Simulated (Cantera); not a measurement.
Charge: 1 mol CO2, 0.004 mol SO2, 2.3 mol N2, at 1048.15 K and 0.000460 bar.

Method: chemical equilibrium by Gibbs-energy minimisation in Cantera with the NASA 1993 tables (ideal gas, pure condensed phases). Candidate condensed phases: C, S; 35 gas species. Kinetics and transport are ignored.

Base state: N2 0.696, CO2 0.303, SO2 0.00121 (mole fractions); condensed: gas only.

Problem. What changes in the equilibrium state with this change: 0.0086 mol H2S added?

Solution. 
```json
[
 {"species": "N2", "before": "0.696", "after": "0.693"},
 {"species": "CO2", "before": "0.303", "after": "0.293"},
 {"species": "CO", "before": "3.28e-6", "after": "0.00762"},
 {"species": "H2O", "before": "0", "after": "0.00251"},
 {"species": "H2", "before": "0", "after": "7.73e-5"},
 {"species": "S2", "before": "<1e-9", "after": "1.62e-5"},
 {"species": "SO2", "before": "0.00121", "after": "0.00376"}
]
```
Further candidate phases: C6H6, C7H8, C8H18, H2O, H2SO4.

Problem. What changes in the equilibrium state with this change: 0.01 mol CH4 added?

Solution. 
```
species   before     after
-------  -------  --------
N2         0.696     0.690
CO2        0.303     0.291
CO       3.28e-6    0.0117
H2O            0   0.00573
H2             0  0.000272
SO2      0.00121   0.00118
```
Further candidate phases: C6H6, C7H8, C8H18, H2O, H2SO4.

Problem. What changes in the equilibrium state with this change: temperature from 1048.15 K to 2623 K?

Solution. 
```csv
species,before,after
N2,0.696,0.549
CO,3.28e-6,0.230
O,<1e-9,0.179
CO2,0.303,0.0107
O2,1.56e-6,0.0221
SO,<1e-9,0.000455
S,<1e-9,0.000375
```
